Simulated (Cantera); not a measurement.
Cantera run:

```python
import numpy as np
import cantera as ct

gas_names = """
    AL ALH ALN AL2 H H2 N NH NH2 NH3 N2 N2H2 N2H4
""".split()
cond_names = """
    AL(cr) AL(L) ALN(s)
""".split()


def load(file, names, dense=False):
    # The tables refer to 1 bar. Condensed volumes are neglected.
    table = {s.name: s for s in ct.Species.list_from_file(file)}
    out = []
    for n in names:
        d = dict(table[n].input_data)
        d["thermo"] = dict(d["thermo"], **{"reference-pressure": 1e5})
        if dense:
            d["equation-of-state"] = {"model": "constant-volume", "density": "1e6 g/cm^3"}
        out.append(ct.Species.from_dict(d))
    return out


gas = ct.Solution(thermo="ideal-gas", species=load("nasa_gas.yaml", gas_names))
cond = {s.name: ct.Solution(thermo="fixed-stoichiometry", species=[s], name=s.name)
        for s in load("nasa_condensed.yaml", cond_names, dense=True)}
atoms = {
    'AlN': {'AL': 1, 'N': 1},
    'H2': {'H': 2},
}
top_T = {'ALN(s)': 2750}  # K; cautious upper limits of use, not melting points


def equilibrate(T, P, feed):
    n = {}
    for name, mol in feed.items():
        for a, k in atoms[name].items():
            n[a] = n.get(a, 0.0) + k * mol
    gas.TPX = T, P, n
    mass = sum(n.values()) * gas.mean_molecular_weight
    gas.equilibrate("TP")
    valid = [c for c in cond.values() if c.min_temp <= T <= top_T.get(c.name, c.max_temp)]
    mix = ct.Mixture([(gas, mass / gas.mean_molecular_weight)] + [(c, 0.0) for c in valid])
    mix.T, mix.P = T, P
    mix.equilibrate("TP", solver="vcs", rtol=1e-11, max_steps=5000)
    return mix


results = []
feed = {'AlN': 1, 'H2': 8.6}  # mol
for P in [1, 4, 16, 63, 250, 1000, 4000, 16000, 63000, 250000, 1000000]:
    for T in [2423, 2473, 2523, 2573, 2623, 2673, 2723, 2773, 2823, 2873, 2923, 2973, 3023]:
        mix = equilibrate(T, P, feed)
        results.append((T, P, feed, dict(zip(mix.species_names, mix.species_moles))))

for T, P, feed, n in results:
    print(f"{T:7g} {P:10.4g}  " + (" + ".join(c for c in cond_names if n.get(c, 0) > 1e-12) or "gas only"))
```

It prints:

```
   2423          1  gas only
   2473          1  gas only
   2523          1  gas only
   2573          1  gas only
   2623          1  gas only
   2673          1  gas only
   2723          1  gas only
   2773          1  gas only
   2823          1  gas only
   2873          1  gas only
   2923          1  gas only
   2973          1  gas only
   3023          1  gas only
   2423          4  gas only
   2473          4  gas only
   2523          4  gas only
   2573          4  gas only
   2623          4  gas only
   2673          4  gas only
   2723          4  gas only
   2773          4  gas only
   2823          4  gas only
   2873          4  gas only
   2923          4  gas only
   2973          4  gas only
   3023          4  gas only
   2423         16  gas only
   2473         16  gas only
   2523         16  gas only
   2573         16  gas only
   2623         16  gas only
   2673         16  gas only
   2723         16  gas only
   2773         16  gas only
   2823         16  gas only
   2873         16  gas only
   2923         16  gas only
   2973         16  gas only
   3023         16  gas only
   2423         63  gas only
   2473         63  gas only
   2523         63  gas only
   2573         63  gas only
   2623         63  gas only
   2673         63  gas only
   2723         63  gas only
   2773         63  gas only
   2823         63  gas only
   2873         63  gas only
   2923         63  gas only
   2973         63  gas only
   3023         63  gas only
   2423        250  gas only
   2473        250  gas only
   2523        250  gas only
   2573        250  gas only
   2623        250  gas only
   2673        250  gas only
   2723        250  gas only
   2773        250  gas only
   2823        250  gas only
   2873        250  gas only
   2923        250  gas only
   2973        250  gas only
   3023        250  gas only
   2423       1000  gas only
   2473       1000  gas only
   2523       1000  gas only
   2573       1000  gas only
   2623       1000  gas only
   2673       1000  gas only
   2723       1000  gas only
   2773       1000  gas only
   2823       1000  gas only
   2873       1000  gas only
   2923       1000  gas only
   2973       1000  gas only
   3023       1000  gas only
   2423       4000  gas only
   2473       4000  gas only
   2523       4000  gas only
   2573       4000  gas only
   2623       4000  gas only
   2673       4000  gas only
   2723       4000  gas only
   2773       4000  gas only
   2823       4000  gas only
   2873       4000  gas only
   2923       4000  gas only
   2973       4000  gas only
   3023       4000  gas only
   2423    1.6e+04  gas only
   2473    1.6e+04  gas only
   2523    1.6e+04  gas only
   2573    1.6e+04  gas only
   2623    1.6e+04  gas only
   2673    1.6e+04  gas only
   2723    1.6e+04  gas only
   2773    1.6e+04  gas only
   2823    1.6e+04  gas only
   2873    1.6e+04  gas only
   2923    1.6e+04  gas only
   2973    1.6e+04  gas only
   3023    1.6e+04  gas only
   2423    6.3e+04  gas only
   2473    6.3e+04  gas only
   2523    6.3e+04  gas only
   2573    6.3e+04  gas only
   2623    6.3e+04  gas only
   2673    6.3e+04  gas only
   2723    6.3e+04  gas only
   2773    6.3e+04  gas only
   2823    6.3e+04  gas only
   2873    6.3e+04  gas only
   2923    6.3e+04  gas only
   2973    6.3e+04  gas only
   3023    6.3e+04  gas only
   2423    2.5e+05  ALN(s)
   2473    2.5e+05  ALN(s)
   2523    2.5e+05  ALN(s)
   2573    2.5e+05  gas only
   2623    2.5e+05  gas only
   2673    2.5e+05  gas only
   2723    2.5e+05  gas only
   2773    2.5e+05  gas only
   2823    2.5e+05  gas only
   2873    2.5e+05  gas only
   2923    2.5e+05  gas only
   2973    2.5e+05  gas only
   3023    2.5e+05  gas only
   2423      1e+06  ALN(s)
   2473      1e+06  ALN(s)
   2523      1e+06  ALN(s)
   2573      1e+06  ALN(s)
   2623      1e+06  ALN(s)
   2673      1e+06  ALN(s)
   2723      1e+06  ALN(s)
   2773      1e+06  gas only
   2823      1e+06  gas only
   2873      1e+06  gas only
   2923      1e+06  gas only
   2973      1e+06  gas only
   3023      1e+06  gas only
```

These are equilibrium values from Cantera (NASA tables, ideal gas, pure condensed phases), not measurements of a reactor.
